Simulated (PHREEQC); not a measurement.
# Buffer: an equilibrium model

Make-up at 20 °C: 0.0021 mol/kgw NH4Cl, 0.00039 mol/kgw NaF, 0.0025 mol/kgw NaCl and 0.00015 mol/kgw HBr. Closed to the air; pH follows from the charge balance.

Computed with PHREEQC (ion-association model, wateq4f.dat).

```
Quantity                    Value
----------------  ---------------
pH                           4.00
ionic strength    0.00510 mol/kgw
total alkalinity    -0.150 meq/kg
```

```tsv
species	molality	activity	log γ
Cl-	0.00460	0.00426	-0.033
Na+	0.00289	0.00268	-0.033
NH4+	0.00210	0.00195	-0.033
F-	0.000346	0.000320	-0.033
Br-	0.000150	0.000139	-0.033
H+	0.000106	9.93e-5	-0.030
HF	4.36e-5	4.36e-5	0.001
NaF	4.93e-7	4.94e-7	0.001
HF2-	5.55e-8	5.14e-8	-0.033
NH3	7.80e-9	7.80e-9	0.000
H2F2	5.92e-9	5.93e-9	0.001
```

No solid was allowed to form.
